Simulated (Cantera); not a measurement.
**Al2O3 + Cl2 + N2 + H2 (chemical vapour transport)**

Feed: 1 mol Al2O3, 1.5 mol Cl2, 0.42 mol N2, 0.0002 mol H2, at 1.00 bar.

Equilibrium computed with Cantera from the NASA thermochemical tables; the gas is ideal and each condensed phase is pure. Candidate condensed phases: Al, AlCl3, AlN, Al2O3, H2O, NH4Cl; 45 gas species. Condensed phases not in the tables: AlOCl. Equilibrium is a limit: real reactors are often held back by kinetics, nucleation or transport.

From 525 °C to 1325 °C the condensed part is Al2O3(s). The main Al-bearing gas is AlCl3 throughout.

```csv
T (°C),x Cl2,x N2,x Cl,x AlCl3,x O2,x NO,n Al2O3(s)
525,0.781,0.219,7.89e-6,4.92e-7,3.68e-7,1.35e-9,1.00
625,0.781,0.219,6.30e-5,5.41e-6,4.04e-6,2.07e-8,1.000
725,0.781,0.219,0.000333,3.66e-5,2.73e-5,1.84e-7,1.000
825,0.780,0.219,0.00131,0.000173,0.000129,1.09e-6,1.000
925,0.776,0.218,0.00408,0.000627,0.000466,4.78e-6,0.999
1025,0.768,0.217,0.0107,0.00184,0.00137,1.66e-5,0.998
1125,0.752,0.216,0.0243,0.00458,0.00339,4.76e-5,0.996
1225,0.721,0.213,0.0489,0.00982,0.00725,0.000117,0.990
1325,0.670,0.208,0.0889,0.0185,0.0136,0.000251,0.981
```
x: gas mole fraction; n: condensed amount in mol.
